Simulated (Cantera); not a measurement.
Feed: 1 mol borazine, 0.46 mol O₂, at 1330 Pa.

These are equilibrium values from Cantera (NASA tables, ideal gas, pure condensed phases), not measurements of a reactor. Candidate condensed phases: B, BN, B₂O₃, B₃O₃H₃, H₂O; 39 gas species. The feed counts by its element totals alone. Mutual solubility and eutectic melting of coexisting phases are not modelled. Rates play no part.

**Question.** At 1250 °C, list the 4 most abundant gas species with their mole fractions, and the condensed phases.

**Answer.** H₂ 0.892, N₂ 0.0915, HBO₂ 0.00696, HBO 0.00531. Condensed: BN(s) + B₂O₃(l).
